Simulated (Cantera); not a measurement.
# Gas-phase reforming

A perfectly stirred reactor is fed with CH4 : H2O = 1 : 1.4 (molar parts), at 1.01 bar; it is held at 1850 K, and followed from long to short residence time.

Cantera simulation using GRI-Mech 3.0 (53 species, 325 reactions); the numbers are that mechanism's predictions, not measurements.

```json
[
 {"τ (s)": "12", "x CH4": "0.00329", "x H2O": "0.0915", "x H2": "0.680", "x O": "2.13e-9", "x C2H": "1.23e-8"},
 {"τ (s)": "3.5", "x CH4": "0.00646", "x H2O": "0.104", "x H2": "0.669", "x O": "2.33e-9", "x C2H": "4.24e-8"},
 {"τ (s)": "1.1", "x CH4": "0.0114", "x H2O": "0.129", "x H2": "0.647", "x O": "2.67e-9", "x C2H": "1.09e-7"},
 {"τ (s)": "0.32", "x CH4": "0.0199", "x H2O": "0.176", "x H2": "0.606", "x O": "3.19e-9", "x C2H": "2.40e-7"},
 {"τ (s)": "0.097", "x CH4": "0.0328", "x H2O": "0.242", "x H2": "0.546", "x O": "3.81e-9", "x C2H": "4.28e-7"},
 {"τ (s)": "0.029", "x CH4": "0.0533", "x H2O": "0.321", "x H2": "0.471", "x O": "4.50e-9", "x C2H": "6.36e-7"},
 {"τ (s)": "0.0088", "x CH4": "0.0870", "x H2O": "0.394", "x H2": "0.389", "x O": "5.30e-9", "x C2H": "7.58e-7"},
 {"τ (s)": "0.0026", "x CH4": "0.143", "x H2O": "0.452", "x H2": "0.301", "x O": "6.57e-9", "x C2H": "7.11e-7"},
 {"τ (s)": "0.00080", "x CH4": "0.219", "x H2O": "0.499", "x H2": "0.207", "x O": "8.91e-9", "x C2H": "5.15e-7"},
 {"τ (s)": "0.00024", "x CH4": "0.304", "x H2O": "0.542", "x H2": "0.109", "x O": "1.26e-8", "x C2H": "2.34e-7"}
]
```
x: mole fraction; the columns are a selection and need not sum to one.
